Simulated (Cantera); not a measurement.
Input: 1 mol SiH2Cl2, 0.23 mol N2, at 975 K and 0.143 Torr.

Equilibrium computed with Cantera from the NASA thermochemical tables; the gas is ideal and each condensed phase is pure. N2 is the only nitrogen source here; it is nearly inert below about 1500 K, so the nitride shown seldom forms there in practice. The tables' values for SiCl3 are old estimates; treat these amounts as uncertain. Equilibrium is a limit: real reactors are often held back by kinetics, nucleation or transport.

| species | before | after |
|---|---|---|
| H2 | 0.599 | 0.633 |
| SiCl4 | 0.275 | 0.294 |
| SiHCl3 | 0.0114 | 0.0367 |
| HCl | 0.0826 | 0.0290 |
| SiCl2 | 0.0184 | 0.00214 |
| SiCl3 | 0.0134 | 0.00471 |
| SiH2Cl2 | 4.95e-5 | 0.000480 |
| Si(s), mol | 0.163 | 0.148 |
| Si3N4(s), mol | 0.115 | 0.115 |
Gas species are given as mole fractions.

**Question.** Name the change that produced these shifts.
A. pressure from 0.143 Torr to 11.3 Torr
B. pressure from 0.143 Torr to 0.0555 Torr
C. N2 from 0.23 to 0.41 mol
D. pressure from 0.143 Torr to 0.0683 Torr

**Answer.** A, pressure from 0.143 Torr to 11.3 Torr
